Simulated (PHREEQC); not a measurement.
Consider water at 25 °C with 190 mmol/kgw H2SO4, 27 mmol/kgw MnSO4 and 0.56 mmol/kgw Fe2(SO4)3. Closed to the air; pH follows from the charge balance.

Equilibrium calculation in PHREEQC: ion-association model, phreeqc.dat.

Problem. The ionic strength comes out as 0.296 mol/kgw. What activity coefficients do HSO4-, Fe+3, FeHSO4+2, Mn+2, FeSO4+ get?

Solution. HSO4- 0.73, Fe+3 0.11, FeHSO4+2 0.29, Mn+2 0.29, FeSO4+ 0.71.

Precipitation was switched off in this run. Species that the database lacks are ignored.
